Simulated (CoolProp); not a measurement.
Vapour-liquid equilibrium of n-butane (1) + cis-2-butene (2) at -76.15 °C; x and y are mole fractions of (1).

The numbers come from the multi-fluid Helmholtz-energy mixture model, Bücker 2006 and Lemmon 2005; pair parameters Bell 2016 in CoolProp.

**Question.** Give the bubble pressure and the first vapour's composition at x = 0.05, 0.5, 0.875. Is there an azeotrope?

**Answer.** x = 0.05: 0.01104 bar, y = 0.082; x = 0.5: 0.01348 bar, y = 0.584; x = 0.875: 0.01488 bar, y = 0.900. No azeotrope shows between x = 0.05 and 0.95.

Pair parameters are fitted to limited data, so mixtures are less certain than the pure fluids.
